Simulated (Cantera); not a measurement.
A Cantera script and what it prints.

```python
import numpy as np
import cantera as ct

gas_names = """
    O2 CL2
""".split()
cond_names = """
    Li(L) LiCL(L) Li2O(s)
""".split()


def load(file, names, dense=False):
    # The tables refer to 1 bar. Condensed volumes are neglected.
    table = {s.name: s for s in ct.Species.list_from_file(file)}
    out = []
    for n in names:
        d = dict(table[n].input_data)
        d["thermo"] = dict(d["thermo"], **{"reference-pressure": 1e5})
        if dense:
            d["equation-of-state"] = {"model": "constant-volume", "density": "1e6 g/cm^3"}
        out.append(ct.Species.from_dict(d))
    return out


species = {s.name: s for s in load("nasa_gas.yaml", gas_names) + load("nasa_condensed.yaml", cond_names)}
T = 1350
g = {n: (s.thermo.h(T) - T * s.thermo.s(T)) / (ct.gas_constant * T * np.log(10)) for n, s in species.items()}
valid = cond_names  # the entries whose range holds T


def stable(la, lb):
    # potentials (over RT ln 10) of the two non-metals from log10 p(O2) and log10 p(CL2) in bar
    mu = {}
    mu["O"] = (g["O2"] + la) / 2
    mu["Cl"] = (g["CL2"] + lb) / 2
    cost = {}
    for n in valid:
        c = species[n].composition
        cost[n] = (g[n] - sum(c.get(e, 0) * m for e, m in mu.items())) / c["Li"]
    return min(cost, key=cost.get)


results = []
for lb in [1, -0.7, -2.5, -4.2, -5.9, -7.6, -9.4, -11.1, -12.8, -14.5, -16.3, -18]:
    row = [stable(la, lb) for la in [-12, -11.1, -10.3, -9.4, -8.5, -7.7, -6.8, -5.9, -5.1, -4.2, -3.3, -2.5, -1.6, -0.7, 0.1, 1]]
    results.append(row)
    print(f"{lb:6.1f}  " + " ".join(f"{valid.index(n):x}" for n in row))
print("key: " + ", ".join(f"{i:x} {n}" for i, n in enumerate(valid)))
```

Output:

```
   1.0  1 1 1 1 1 1 1 1 1 1 1 1 1 1 1 1
  -0.7  1 1 1 1 1 1 1 1 1 1 1 1 1 1 1 1
  -2.5  1 1 1 1 1 1 1 1 1 1 1 1 1 1 1 1
  -4.2  1 1 1 1 1 1 1 1 1 1 1 1 1 1 1 1
  -5.9  1 1 1 1 1 1 1 1 1 1 1 1 1 1 1 1
  -7.6  1 1 1 1 1 1 1 1 1 1 1 1 1 1 1 2
  -9.4  1 1 1 1 1 1 1 1 1 1 1 2 2 2 2 2
 -11.1  1 1 1 1 1 1 1 2 2 2 2 2 2 2 2 2
 -12.8  1 1 1 2 2 2 2 2 2 2 2 2 2 2 2 2
 -14.5  2 2 2 2 2 2 2 2 2 2 2 2 2 2 2 2
 -16.3  2 2 2 2 2 2 2 2 2 2 2 2 2 2 2 2
 -18.0  2 2 2 2 2 2 2 2 2 2 2 2 2 2 2 2
key: 0 Li(L), 1 LiCL(L), 2 Li2O(s)
```

Source: NASA polynomial tables (part measured, part estimated), evaluated in Cantera. Not in the tables: the peroxide.
